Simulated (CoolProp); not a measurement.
Vapour pressure (MPa) of methane: the reference equation beside estimates from Tc = 190.6 K, pc = 4.599 MPa, ω = 0.011.

Values from CoolProp's reference Helmholtz-energy equation of state, Setzmann 1991.

```
T (K)  reference  van der Waals  Redlich-Kwong  Soave-Redlich-Kwong
-----  ---------  -------------  -------------  -------------------
151.4        [?]          1.707          1.077                1.120
154.9      1.290          1.897          1.265                1.306
158.3      1.486          2.094          1.470                  [?]
161.8      1.710            [?]          1.702                1.735
165.2      1.950          2.531          1.950                1.979
168.7      2.221          2.772          2.231                2.254
172.1      2.510          3.020          2.527                2.546
175.6      2.834          3.289          2.859                2.872
179        3.178          3.563          3.208                3.217
182.5      3.564          3.860          3.595                  [?]
185.9      3.973          4.162          3.998                4.001
```

### Question
Some entries are withheld; supply them.

### Answer

- 151.4, reference: 1.107
- 158.3, Soave-Redlich-Kwong: 1.506
- 161.8, van der Waals: 2.309
- 182.5, Soave-Redlich-Kwong: 3.600

Absolute difference from the reference over all 11 rows, mean and median: van der Waals 26.7 and 24.8 %, Redlich-Kwong 1.0 and 0.9 %, Soave-Redlich-Kwong 1.3 and 1.3 %.
